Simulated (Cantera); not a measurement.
# Stirred combustor or abatement burner

A perfectly stirred reactor is fed with H2 : O2 : N2 : H2O = 1 : 0.385 : 1.45 : 0.18 (molar parts), equivalence ratio 1.3, at 530000 Pa; it is adiabatic with a 800 K inlet, and is followed from long to short residence time, starting on the burning branch (τ in s: 0.027, 0.016, 0.0093, 0.0054, 0.0031, 0.0018, 0.0011, 0.00062, 0.00036, 0.00021, 0.00012, 7e-05, 4.1e-05).

Computed with Cantera and the H2/O2 subset of GRI-Mech 3.0, which has no nitrogen chemistry. The hydrogen kinetics of GRI-Mech 3.0 are dated; newer H2 mechanisms differ, most at raised pressure.

```json
[
 {"τ (s)": "0.027", "T (K)": "2563", "x H2": "0.0874", "x O2": "0.000225", "x H2O": "0.355", "x O": "0.000130", "x H2O2": "9.96e-8"},
 {"τ (s)": "0.016", "T (K)": "2562", "x H2": "0.0874", "x O2": "0.000238", "x H2O": "0.355", "x O": "0.000134", "x H2O2": "1.03e-7"},
 {"τ (s)": "0.0093", "T (K)": "2561", "x H2": "0.0875", "x O2": "0.000261", "x H2O": "0.355", "x O": "0.000141", "x H2O2": "1.08e-7"},
 {"τ (s)": "0.0054", "T (K)": "2558", "x H2": "0.0875", "x O2": "0.000298", "x H2O": "0.354", "x O": "0.000153", "x H2O2": "1.18e-7"},
 {"τ (s)": "0.0031", "T (K)": "2554", "x H2": "0.0876", "x O2": "0.000361", "x H2O": "0.354", "x O": "0.000173", "x H2O2": "1.34e-7"},
 {"τ (s)": "0.0018", "T (K)": "2547", "x H2": "0.0877", "x O2": "0.000460", "x H2O": "0.353", "x O": "0.000207", "x H2O2": "1.58e-7"},
 {"τ (s)": "0.0011", "T (K)": "2538", "x H2": "0.0879", "x O2": "0.000596", "x H2O": "0.352", "x O": "0.000256", "x H2O2": "1.92e-7"},
 {"τ (s)": "0.00062", "T (K)": "2522", "x H2": "0.0882", "x O2": "0.000834", "x H2O": "0.350", "x O": "0.000345", "x H2O2": "2.47e-7"},
 {"τ (s)": "0.00036", "T (K)": "2502", "x H2": "0.0886", "x O2": "0.00117", "x H2O": "0.348", "x O": "0.000479", "x H2O2": "3.20e-7"},
 {"τ (s)": "0.00021", "T (K)": "2476", "x H2": "0.0892", "x O2": "0.00165", "x H2O": "0.345", "x O": "0.000680", "x H2O2": "4.12e-7"},
 {"τ (s)": "0.00012", "T (K)": "2440", "x H2": "0.0901", "x O2": "0.00236", "x H2O": "0.340", "x O": "0.000986", "x H2O2": "5.27e-7"},
 {"τ (s)": "7.0e-5", "T (K)": "2396", "x H2": "0.0912", "x O2": "0.00329", "x H2O": "0.335", "x O": "0.00141", "x H2O2": "6.59e-7"},
 {"τ (s)": "4.1e-5", "T (K)": "2342", "x H2": "0.0925", "x O2": "0.00453", "x H2O": "0.329", "x O": "0.00197", "x H2O2": "8.14e-7"}
]
```
x: mole fraction; the columns are a selection and need not sum to one.
